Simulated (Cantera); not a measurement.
A freely propagating, adiabatic, planar premixed flame of H2 : O2 : N2 = 1 : 0.602 : 2.27 (molar parts), equivalence ratio 0.83, unburnt at 400 K and 0.300 bar; multicomponent transport, grid criteria slope 0.08 and curve 0.16, no radiation.

Computed with Cantera and the H2/O2 subset of GRI-Mech 3.0, which has no nitrogen chemistry. Burning velocities carry a grid error of a few per cent, more on coarse grids.

Predict: laminar burning velocity; thermal thickness; peak x(H); peak x(H2O2); peak x(HO2); peak x(O).


| Quantity | Result |
|---|---|
| laminar burning velocity | 281 cm/s |
| thermal thickness | 1.88 mm |
| peak x(H) | 0.0484 |
| peak x(H2O2) | 3.51e-5 |
| peak x(HO2) | 0.000198 |
| peak x(O) | 0.0134 |
